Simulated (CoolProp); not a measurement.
Vapour-liquid equilibrium of n-hexane (1) + hexamethyldisiloxane (MM) (2) at 312.2 K; x and y are mole fractions of (1).

Values from CoolProp's multi-fluid Helmholtz-energy mixture model, Thol 2019 and Thol 2016; pair parameters Bell 2016.

**Question.** Give the bubble pressure and the first vapour's composition at x = 0.05, 0.15, 0.85. Is there an azeotrope?

**Answer.** x = 0.05: 0.1200 bar, y = 0.133; x = 0.15: 0.1406 bar, y = 0.336; x = 0.85: 0.3151 bar, y = 0.956. No azeotrope shows between x = 0.05 and 0.95.

Pair parameters are fitted to limited data, so mixtures are less certain than the pure fluids.
